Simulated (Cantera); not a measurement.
Cantera run:

```python
import numpy as np
import cantera as ct

gas_names = """
    C CN CO CO2 C2 CCN CNC C2N2 C2O C3 C3O2 C4 C4N2 C5 Fe FeC5O5 FeO N NCO NO NO2 NO3 N2 N2O O O2 O3
""".split()
cond_names = """
    C(gr) Fe(a) Fe(c) Fe(d) Fe(L) FeC5O5(L) FeO(s) FeO(L) Fe2O3(s) Fe3O4(s)
""".split()


# ... load() reads the species with a 1 bar reference pressure and builds the phases ...
atoms = {
    'Fe(CO)5': {'Fe': 1, 'C': 5, 'O': 5},
    'CO': {'C': 1, 'O': 1},
    'N2': {'N': 2},
}
top_T = {'C(gr)': 4500, 'Fe2O3(s)': 1830, 'Fe3O4(s)': 1870}  # K; cautious upper limits of use, not melting points


# ... equilibrate(T, P, feed) seeds the gas with the atoms and calls Mixture.equilibrate('TP', solver="vcs", rtol=1e-11, max_steps=5000) ...
results = []
feed = {'Fe(CO)5': 1, 'CO': 0.33, 'N2': 6.9}  # mol
T = 1398.15  # K
P = 1000  # Pa
mix = equilibrate(T, P, feed)
results.append((T, P, feed, dict(zip(mix.species_names, mix.species_moles))))
print(gas.report(threshold=1e-05))
for i in range(1, mix.n_phases):
    print(f"{mix.phase(i).name:16s} {mix.phase_moles(i):12.5e} mol")
```

Result:

```
       temperature   1398.2 K
          pressure   1000 Pa
           density   0.0024097 kg/m^3
  mean mol. weight   28.012 kg/kmol
   phase of matter   gas

                          1 kg             1 kmol
                     ---------------   ---------------
          enthalpy       -4.6951e+05       -1.3152e+07  J
   internal energy        -8.845e+05       -2.4777e+07  J
           entropy             10219        2.8625e+05  J/K
    Gibbs function       -1.4757e+07       -4.1337e+08  J
 heat capacity c_p            1234.8             34589  J/K
 heat capacity c_v            937.97             26275  J/K

                      mass frac. Y      mole frac. X     chem. pot. / RT
                     ---------------   ---------------   ---------------
                CO           0.43577           0.43581           -41.492
                N2           0.56422           0.56419           -30.976
     [  +25 minor]        8.1363e-06        4.7851e-06

C(gr)             4.06054e-05 mol
Fe(c)             9.99982e-01 mol
FeC5O5(L)         0.00000e+00 mol
FeO(s)            0.00000e+00 mol
Fe2O3(s)          0.00000e+00 mol
Fe3O4(s)          0.00000e+00 mol
```

Equilibrium computed with Cantera from the NASA thermochemical tables; the gas is ideal and each condensed phase is pure.
